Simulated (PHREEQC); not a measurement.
## Sulfide liquor

Make-up at 25 °C: 0.0033 mol Na2S, 0.016 mol HCl and 0.00033 mol FeCl2 per kg of water. Closed to the air; pH follows from the charge balance.

The numbers come from PHREEQC with the ion-association model, wateq4f.dat.

Each row changes one thing in this solution. Precipitation was switched off in this run.

```json
[
 {"case": "as made", "pH": "2.08", "FeCl+ (mol/kgw)": "4.57e-6", "HS- (mol/kgw)": "5.14e-8", "Fe(HS)2 (mol/kgw)": "3.60e-10", "SI of Mackinawite (FeS)": "-4.32", "SI of Halite (NaCl)": "-5.65"},
 {"case": "0.0091 mol/kgw KOH added", "pH": "3.57", "FeCl+ (mol/kgw)": "4.56e-6", "HS- (mol/kgw)": "1.60e-6", "Fe(HS)2 (mol/kgw)": "3.47e-7", "SI of Mackinawite (FeS)": "-1.34", "SI of Halite (NaCl)": "-5.65"},
 {"case": "Na2S replaced by NaHS at the same molality", "pH": "1.94", "FeCl+ (mol/kgw)": "4.57e-6", "HS- (mol/kgw)": "3.81e-8", "Fe(HS)2 (mol/kgw)": "1.97e-10", "SI of Mackinawite (FeS)": "-4.58", "SI of Halite (NaCl)": "-5.95"},
 {"case": "Na2S from 0.0033 to 0.00363 mol/kgw", "pH": "2.11", "FeCl+ (mol/kgw)": "4.57e-6", "HS- (mol/kgw)": "6.08e-8", "Fe(HS)2 (mol/kgw)": "5.03e-10", "SI of Mackinawite (FeS)": "-4.22", "SI of Halite (NaCl)": "-5.61"},
 {"case": "diluted 5-fold with water", "pH": "2.75", "FeCl+ (mol/kgw)": "2.36e-7", "HS- (mol/kgw)": "4.54e-8", "Fe(HS)2 (mol/kgw)": "8.31e-11", "SI of Mackinawite (FeS)": "-4.26", "SI of Halite (NaCl)": "-6.99"}
]
```

Complexes and solids missing from the database can't appear. The polysulfide entries of wateq4f.dat were taken out for this run.
